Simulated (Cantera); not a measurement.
A closed system holds: 1 mol SiH₂Cl₂, 0.0075 mol C₃H₈, 140 mol H₂, at 1225 °C and 1.33 mbar.

Method: chemical equilibrium by Gibbs-energy minimisation in Cantera with the NASA 1993 tables (ideal gas, pure condensed phases). Candidate condensed phases: C, C₆H₆, C₇H₈, C₈H₁₈, Si, SiC; 109 gas species. Mutual solubility and eutectic melting of coexisting phases are not modelled. The numbers say what is thermodynamically allowed, not how fast it happens.

Base state: H₂ 0.986, HCl 0.0130, SiCl₂ 0.000547, H 0.000468 (mole fractions); condensed: Si(s) + SiC(s).

Task: What changes in the equilibrium state with this change: temperature from 1225 °C to 2077 °C?

Result: 
```csv
species,before,after
H₂,0.986,0.697
H,0.000468,0.285
HCl,0.0130,0.00924
Si,7.55e-6,0.00589
C₂H₂ (acetylene),<1e-9,5.12e-5
SiC₂,<1e-9,1.28e-5
"Si(s), mol",0.898,0
"SiC(s), mol",0.0225,0
```
The tables' values for SiCl are old estimates; treat these amounts as uncertain.
